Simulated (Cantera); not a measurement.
A freely propagating, adiabatic, planar premixed flame of C₂H₆ : O₂ : N₂ : H₂O = 1 : 2.5 : 9.4 : 0.88 (molar parts), equivalence ratio 1.4, unburnt at 450 K and 8.90 bar; mixture-averaged transport, grid criteria slope 0.08 and curve 0.16, no radiation.

Model: GRI-Mech 3.0 (53 species, 325 reactions), integrated in Cantera. Burning velocities carry a grid error of a few per cent, more on coarse grids.

Question: Predict: laminar burning velocity; thermal thickness; peak x(HCO); peak x(CH₂O); peak x(H).

Answer: 
- laminar burning velocity = 21.2 cm/s
- thermal thickness = 0.112 mm
- peak x(HCO) = 7.83e-6
- peak x(CH₂O) = 0.00160
- peak x(H) = 0.000694
